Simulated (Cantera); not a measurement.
Charge: 1 mol SiH₂Cl₂, 2.4 mol HCl, 9.7 mol H₂, held at 10.0 Torr.

Cantera equilibrium calculation (NASA polynomials, part measured and part estimated; ideal gas, pure solids and liquids). Candidate condensed phases: Si; 19 gas species. The tables' values for SiCl₃, SiCl are old estimates; treat these amounts as uncertain. Gases not in the tables: Si₂H₆ and higher silanes. The numbers say what is thermodynamically allowed, not how fast it happens.

x: gas mole fraction; nothing condenses.

| T (K) | x H₂ | x HCl | x SiCl₄ | x SiCl₂ | x SiHCl₃ | x SiCl₃ | x H |
|---|---|---|---|---|---|---|---|
| 898 | 0.888 | 0.0357 | 0.0712 | 2.26e-5 | 0.00492 | 0.000182 | 8.93e-10 |
| 973 | 0.883 | 0.0405 | 0.0667 | 0.000361 | 0.00817 | 0.000917 | 8.80e-9 |
| 1048 | 0.874 | 0.0502 | 0.0593 | 0.00290 | 0.0105 | 0.00306 | 6.25e-8 |
| 1123 | 0.855 | 0.0698 | 0.0471 | 0.0114 | 0.00989 | 0.00657 | 3.41e-7 |
| 1198 | 0.827 | 0.0990 | 0.0310 | 0.0262 | 0.00696 | 0.00959 | 1.50e-6 |
| 1273 | 0.798 | 0.129 | 0.0156 | 0.0430 | 0.00385 | 0.0101 | 5.52e-6 |
| 1348 | 0.778 | 0.150 | … | … | … | 0.00816 | … |
| 1423 | 0.768 | 0.161 | 0.00198 | 0.0629 | 0.000733 | 0.00561 | 5.04e-5 |
| 1498 | 0.763 | 0.165 | … | 0.0665 | … | 0.00367 | … |
| 1573 | 0.761 | 0.167 | 0.000224 | 0.0682 | 0.000135 | 0.00241 | 0.000307 |
| 1648 | 0.760 | 0.168 | 8.37e-5 | 0.0691 | 6.30e-5 | 0.00162 | 0.000672 |
| 1723 | 0.759 | 0.169 | 3.39e-5 | 0.0695 | 3.13e-5 | 0.00112 | 0.00138 |
| 1798 | 0.757 | 0.169 | 1.47e-5 | 0.0696 | 1.65e-5 | 0.000796 | 0.00265 |

### Question
What belongs in the gaps?

### Answer

- 1348, x SiCl₄: 0.00599
- 1348, x SiCl₂: 0.0558
- 1348, x SiHCl₃: 0.00176
- 1348, x H: 1.77e-5
- 1498, x SiCl₄: 0.000646
- 1498, x SiHCl₃: 0.000306
- 1498, x H: 0.000130
